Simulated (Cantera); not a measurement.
Input: 1 mol CF₄, 0.071 mol CH₄, equilibrated at 133 Pa.

These are equilibrium values from Cantera (NASA tables, ideal gas, pure condensed phases), not measurements of a reactor. Candidate condensed phases: C, C₆H₆, C₇H₈, C₈H₁₈; 95 gas species. Gases not in the tables: C₂F₆ and larger saturated fluorocarbons. Equilibrium is a limit: real reactors are often held back by kinetics, nucleation or transport.

x: gas mole fraction; n: condensed amount in mol.

```json
[
 {"T (K)": "1848", "x F": "0.0307", "x CF₄": "0.680", "x CF₂": "0.0643", "x HF": "0.221", "x CF": "6.29e-5", "x CF₃": "0.00374", "n C(graphite)": "0.109"},
 {"T (K)": "1948", "x F": "___", "x CF₄": "___", "x CF₂": "___", "x HF": "___", "x CF": "___", "x CF₃": "___", "n C(graphite)": "___"},
 {"T (K)": "2048", "x F": "0.200", "x CF₄": "0.361", "x CF₂": "0.261", "x HF": "0.168", "x CF": "0.00109", "x CF₃": "0.00954", "n C(graphite)": "0"},
 {"T (K)": "2148", "x F": "0.399", "x CF₄": "0.146", "x CF₂": "0.317", "x HF": "0.126", "x CF": "0.00276", "x CF₃": "0.00850", "n C(graphite)": "0"},
 {"T (K)": "2248", "x F": "0.544", "x CF₄": "0.0281", "x CF₂": "0.316", "x HF": "0.100", "x CF": "0.00745", "x CF₃": "0.00462", "n C(graphite)": "0.0599"},
 {"T (K)": "2348", "x F": "___", "x CF₄": "___", "x CF₂": "___", "x HF": "___", "x CF": "___", "x CF₃": "___", "n C(graphite)": "___"},
 {"T (K)": "2448", "x F": "0.768", "x CF₄": "0.000436", "x CF₂": "0.130", "x HF": "0.0803", "x CF": "0.0213", "x CF₃": "0.000539", "n C(graphite)": "0.532"},
 {"T (K)": "2548", "x F": "0.819", "x CF₄": "4.88e-5", "x CF₂": "0.0731", "x HF": "0.0760", "x CF": "0.0309", "x CF₃": "0.000160", "n C(graphite)": "0.672"}
]
```

Question: Complete the blanks.

Answer: 
- 2348, x F: 0.678
- 2348, x CF₄: 0.00378
- 2348, x CF₂: 0.216
- 2348, x HF: 0.0873
- 2348, x CF: 0.0134
- 2348, x CF₃: 0.00171
- 2348, n C(graphite): 0.308
- 1948, x F: 0.0842
- 1948, x CF₄: 0.560
- 1948, x CF₂: 0.147
- 1948, x HF: 0.202
- 1948, x CF: 0.000300
- 1948, x CF₃: 0.00686
- 1948, n C(graphite): 0.0655
